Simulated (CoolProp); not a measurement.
Vapour-liquid equilibrium of CHF3 (R23) (1) + R134a (2) at 267.9 K; x and y are mole fractions of (1).

The numbers come from the multi-fluid Helmholtz-energy mixture model, Penoncello 2003 and Tillner-Roth 1994; pair parameters Bell 2016 in CoolProp.

```csv
x,"bubble pressure, mixture model (bar)","bubble pressure, Raoult's law (bar)","y, mixture model","y, Raoult's law"
0.05,3.177,3.369,0.260,0.320
0.15,4.737,5.287,0.534,0.612
0.25,6.349,7.205,0.677,0.749
0.35,8.027,9.122,0.767,0.828
0.45,9.785,11.04,0.829,0.880
0.55,11.64,12.96,0.875,0.916
0.65,13.59,14.88,0.911,0.943
0.75,15.66,16.79,0.940,0.964
0.85,17.88,18.71,0.966,0.981
0.95,20.29,20.63,0.989,0.994
```

The largest gap from Raoult's law is -12.0 % in bubble pressure, at x = 0.35. No azeotrope shows between x = 0.05 and 0.95.

The pair parameters rest on a limited set of measurements; away from them the model extrapolates.
